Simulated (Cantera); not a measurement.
A closed system holds: 1 mol C₆H₆, 0.012 mol O₂, 2.3 mol H₂, at 1.00 bar.

Equilibrium computed with Cantera from the NASA thermochemical tables; the gas is ideal and each condensed phase is pure. Candidate condensed phases: C, C₆H₆, C₇H₈, C₈H₁₈, H₂O; 110 gas species. Equilibrium is a limit: real reactors are often held back by kinetics, nucleation or transport.

### Question
At 2048 K, list the 4 most abundant gas species with their mole fractions, and the condensed phases.

### Answer
H₂ 0.992, CO 0.00450, H 0.00223, C₂H₂ (acetylene) 0.00104. Condensed: C(graphite).
